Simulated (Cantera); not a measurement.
Charge: 1 mol B2H6, 0.2 mol O2, held at 1100 °C.

Equilibrium computed with Cantera from the NASA thermochemical tables; the gas is ideal and each condensed phase is pure. Candidate condensed phases: B, B2O3, B3O3H3, H2O; 23 gas species. The feed counts by its element totals alone. Mutual solubility and eutectic melting of coexisting phases are not modelled. The numbers say what is thermodynamically allowed, not how fast it happens.

**Question.** What share of the B ends up in condensed phases as a function of P (Pa), at 10, 32, 100, 320, 1000, 3200, 10000, 32000, 100000?

**Answer.** 
| P (Pa) | B condensed (%) | as |
|---|---|---|
| 10 | 80.7 | B(s) |
| 32 | 85.1 | B(s) + B2O3(l) |
| 100 | 93.6 | B(s) + B2O3(l) |
| 320 | 96.9 | B(s) + B2O3(l) |
| 1000 | 98.2 | B(s) + B2O3(l) |
| 3200 | 98.7 | B(s) + B2O3(l) |
| 10000 | 98.6 | B(s) + B2O3(l) |
| 32000 | 98.0 | B(s) + B2O3(l) |
| 100000 | 96.8 | B(s) + B2O3(l) |
